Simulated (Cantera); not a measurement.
Charge: 1 mol CF4, 0.99 mol HCl, at 3350 K and 100 Torr.

These are equilibrium values from Cantera (NASA tables, ideal gas, pure condensed phases), not measurements of a reactor. Candidate condensed phases: C, C6H6, C7H8, C8H18; 118 gas species. The tables' values for CCl are old estimates; treat these amounts as uncertain. Rates play no part.

What is the equilibrium state?


```json
{
  "x(F)": "0.471",
  "x(Cl)": "0.194",
  "x(HF)": "0.189",
  "x(CF)": "0.0759",
  "x(CF2)": "0.0277",
  "x(C3)": "0.0256",
  "x(H)": "0.00564",
  "x(C)": "0.00547",
  "x(C2)": "0.00380",
  "gas_amount": "5.058 mol",
  "log10 activity of C(graphite) (absent)": "-0.14"
}
```
